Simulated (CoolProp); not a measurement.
Vapour-liquid equilibrium of hydrogen sulfide (1) + propane (2) at 0.523 MPa; x and y are mole fractions of (1).

Computed with CoolProp (multi-fluid Helmholtz-energy mixture model, Lemmon 2006 and Lemmon 2009; pair parameters Kunz 2012).

Give the bubble temperature and the first vapour's composition at x = 0.2, 0.5, 0.575. Is there an azeotrope?

x = 0.2: 258.9 K, y = 0.497; x = 0.5: 251.6 K, y = 0.691; x = 0.575: 250.9 K, y = 0.717. y crosses x between x = 0.8 and 0.875: the model has an azeotrope there.

The pair parameters rest on a limited set of measurements; away from them the model extrapolates.
